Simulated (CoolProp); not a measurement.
Propylene at 535.5 K and 0.187 MPa flows at 0.13 m/s in a round tube of 4.6 mm bore and 0.25 µm roughness, fully developed (64/Re and Nu = 3.66 if laminar; Colebrook and Gnielinski if turbulent). Each further row changes one setting.

Computed with CoolProp (reference Helmholtz-energy equation of state, Lemmon 2013).

| case | Reynolds number | Darcy friction factor | pressure drop (Pa/m) | heat-transfer coefficient (W/(m² K)) | mass flow (kg/h) |
|---|---|---|---|---|---|
| as stated | 70.7 | ___ | 2.95 | 38.2 | 0.0138 |
| velocity 0.26 m/s | 141 | 0.453 | ___ | 38.2 | ___ |
| diameter 9.2 mm | 141 | 0.453 | ___ | ___ | ___ |

Question: What belongs in the gaps?

Answer: 
- as stated, Darcy friction factor: 0.905
- velocity 0.26 m/s, pressure drop (Pa/m): 5.90
- velocity 0.26 m/s, mass flow (kg/h): 0.0276
- diameter 9.2 mm, pressure drop (Pa/m): 0.738
- diameter 9.2 mm, heat-transfer coefficient (W/(m² K)): 19.1
- diameter 9.2 mm, mass flow (kg/h): 0.0552

Viscosity comes from a separate model (Huber 2003), an estimate that may be off by 10 % or more. Thermal conductivity comes from a separate model (Huber 2003), an estimate that may be off by 10 % or more.
